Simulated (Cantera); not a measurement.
# Thermodynamics of abatement and gas-phase synthesis, feed CS2 + H2O

Input: 1 mol CS2, a varied amount of H2O, held at 4300000 Pa.

Equilibrium computed with Cantera from the NASA thermochemical tables; the gas is ideal and each condensed phase is pure. Candidate condensed phases: C, C6H6, C7H8, C8H18, H2O, H2SO4, S; 123 gas species. The ideal-gas law is rough above about 30 bar. The numbers say what is thermodynamically allowed, not how fast it happens.

Map the stable condensed phases over T = 873, 948, 1023, 1098, 1173, 1248, 1323, 1398, 1473, 1548 K and n(H2O) in mol = 0.14, 0.24, 0.42, 0.72, 1.2, 2.2, 3.7, 6.5.


```
T in K \ n(H2O) in mol
         0.14 0.24 0.42 0.72  1.2  2.2  3.7  6.5
   1548     A    A    B    B    B    B    B    B
   1473     A    A    B    B    B    B    B    B
   1398     A    A    B    B    B    B    B    B
   1323     A    A    B    B    B    B    B    B
   1248     A    A    B    B    B    B    B    B
   1173     A    A    A    B    B    B    B    B
   1098     A    A    A    B    B    B    B    B
   1023     A    A    A    B    B    B    B    B
    948     C    A    A    A    B    B    B    B
    873     C    C    C    A    B    B    B    B
```
A: C; B: gas only; C: C + S.
